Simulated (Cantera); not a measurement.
What does this Cantera script print?

```python
import numpy as np
import cantera as ct

gas_names = """
    B BF BF2 BF3 BH BHF2 BH2 BH3 BO BOF BOF2 BO2 B2 B2O B2O2 B2O3 B3O3F3 B3O3H3 F FO FO2 F2 F2O H HBO
    HBO2 HF HOF HO2 H2 H2F2 H2O H2O2 H3B3O6 H3F3 H4F4 H5F5 H6F6 H7F7 O OH O2 O3
""".split()
cond_names = """
    B(b) B(L) B2O3(L) B3O3H3(cr) H2O(s) H2O(L)
""".split()


# ... load() reads the species with a 1 bar reference pressure and builds the phases ...
atoms = {
    'BF3': {'B': 1, 'F': 3},
    'H2O': {'H': 2, 'O': 1},
    'H2': {'H': 2},
}
top_T = {}  # K; cautious upper limits of use, not melting points


# ... equilibrate(T, P, feed) seeds the gas with the atoms and calls Mixture.equilibrate('TP', solver="vcs", rtol=1e-11, max_steps=5000) ...
results = []
feed = {'BF3': 1, 'H2O': 0.84, 'H2': 0.39}  # mol
T = 1925  # K
P = 55000  # Pa
mix = equilibrate(T, P, feed)
results.append((T, P, feed, dict(zip(mix.species_names, mix.species_moles))))
print(gas.report(threshold=0.001))
for i in range(1, mix.n_phases):
    print(f"{mix.phase(i).name:16s} {mix.phase_moles(i):12.5e} mol")
```

Output:

```
       temperature   1925 K
          pressure   55000 Pa
           density   0.098338 kg/m^3
  mean mol. weight   28.617 kg/kmol
   phase of matter   gas

                          1 kg             1 kmol
                     ---------------   ---------------
          enthalpy       -1.1692e+07       -3.3458e+08  J
   internal energy       -1.2251e+07       -3.5059e+08  J
           entropy            9800.3        2.8046e+05  J/K
    Gibbs function       -3.0557e+07       -8.7446e+08  J
 heat capacity c_p            1604.3             45911  J/K
 heat capacity c_v            1313.8             37596  J/K

                      mass frac. Y      mole frac. X     chem. pot. / RT
                     ---------------   ---------------   ---------------
               BF3           0.24552           0.10362           -112.48
               BOF           0.36643           0.22892           -72.883
              HBO2          0.012006         0.0078411            -76.18
                HF           0.33821           0.48377            -42.89
                H2         0.0093324           0.13247           -21.979
               H2O          0.026283           0.04175           -46.187
     [  +37 minor]         0.0022231          0.001627

B(b)              0.00000e+00 mol
B2O3(L)           0.00000e+00 mol
B3O3H3(cr)        0.00000e+00 mol
```

These are equilibrium values from Cantera (NASA tables, ideal gas, pure condensed phases), not measurements of a reactor. The tables' values for BF2 are old estimates; treat these amounts as uncertain.
